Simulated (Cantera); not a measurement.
Equilibrium for silicon etching in halogen gases: Si + HCl + N2

Feed: 1 mol Si, 7.1 mol HCl, 0.59 mol N2, held at 0.0188 Torr.

These are equilibrium values from Cantera (NASA tables, ideal gas, pure condensed phases), not measurements of a reactor. Candidate condensed phases: NH4Cl, Si, Si3N4; 28 gas species. N2 is the only nitrogen source here; it is nearly inert below about 1500 K, so the nitride shown seldom forms there in practice. The tables' values for SiCl3 are old estimates; treat these amounts as uncertain. Equilibrium is a limit: real reactors are often held back by kinetics, nucleation or transport.

From 998 K to 1123 K the condensed part is Si3N4(s). From 1148 K to 1223 K nothing is condensed. The main Si-bearing gas is SiCl4 at 998 K and SiCl2 at 1223 K.

| T (K) | x HCl | x H2 | x SiCl4 | x SiCl2 | x N2 | x SiCl3 | x SiHCl3 | n Si3N4(s) |
|---|---|---|---|---|---|---|---|---|
| 998 | 0.583 | 0.233 | 0.114 | 0.00106 | 0.0671 | 0.00222 | 0.000316 | 0.0678 |
| 1023 | 0.587 | 0.229 | 0.111 | 0.00240 | 0.0666 | 0.00354 | 0.000365 | 0.0689 |
| 1048 | 0.590 | 0.226 | 0.106 | 0.00517 | 0.0668 | 0.00547 | 0.000415 | 0.0675 |
| 1073 | 0.591 | 0.222 | 0.0995 | 0.0106 | 0.0679 | 0.00811 | 0.000459 | 0.0622 |
| 1098 | 0.588 | 0.219 | 0.0903 | 0.0204 | 0.0707 | 0.0114 | 0.000489 | 0.0504 |
| 1123 | 0.579 | 0.215 | 0.0777 | 0.0366 | 0.0757 | 0.0151 | 0.000494 | 0.0290 |
| 1148 | 0.568 | 0.210 | 0.0617 | 0.0590 | 0.0822 | 0.0182 | 0.000458 | 0 |
| 1173 | 0.589 | 0.192 | 0.0460 | 0.0725 | 0.0810 | 0.0184 | 0.000350 | 0 |
| 1198 | 0.607 | 0.177 | 0.0329 | 0.0847 | 0.0799 | 0.0177 | 0.000258 | 0 |
| 1223 | 0.622 | 0.165 | 0.0226 | 0.0949 | 0.0791 | 0.0164 | 0.000185 | 0 |
x: gas mole fraction; n: condensed amount in mol.
